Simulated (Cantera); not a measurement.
A closed system holds: 1 mol SiCl4, 1.1 mol HCl, 130 mol N2, equilibrated at 5.50 mbar.

These are equilibrium values from Cantera (NASA tables, ideal gas, pure condensed phases), not measurements of a reactor. Candidate condensed phases: NH4Cl, Si, Si3N4; 28 gas species. Kinetics and transport are ignored.

Q: At 825 °C, list the 3 most abundant gas species with their mole fractions, and the condensed phases.

A: N2 0.984, HCl 0.00833, SiCl4 0.00757. Condensed: gas only.
